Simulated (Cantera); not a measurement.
Feed: 1 mol B2H6, 0.56 mol H2O, equilibrated at 79.0 Pa.

These are equilibrium values from Cantera (NASA tables, ideal gas, pure condensed phases), not measurements of a reactor. Candidate condensed phases: B, B2O3, B3O3H3, H2O; 23 gas species. The feed counts by its element totals alone. The tables' values for BH2 are old estimates; treat these amounts as uncertain. Equilibrium is a limit: real reactors are often held back by kinetics, nucleation or transport. All values below are at 2025 °C.

Base state: H2 0.605, H 0.265, BO 0.0937, HBO 0.0190, B 0.0125, B2O 0.00264, BH2 0.00125, B2O2 0.00111 (mole fractions); condensed: B(s).

Question: What changes in the equilibrium state with this change: H2O from 0.56 to 0.85 mol?

Answer: 
```json
[
 {"species": "H2", "before": "0.605", "after": "0.572"},
 {"species": "H", "before": "0.265", "after": "0.258"},
 {"species": "BO", "before": "0.0937", "after": "0.126"},
 {"species": "HBO", "before": "0.0190", "after": "0.0248"},
 {"species": "B", "before": "0.0125", "after": "0.0125"},
 {"species": "B2O2", "before": "0.00111", "after": "0.00199"},
 {"species": "B2O", "before": "0.00264", "after": "0.00353"},
 {"species": "BH2", "before": "0.00125", "after": "0.00118"},
 {"species": "BH", "before": "0.000241", "after": "0.000235"},
 {"species": "B(s), mol", "before": "1.36", "after": "1.06"}
]
```
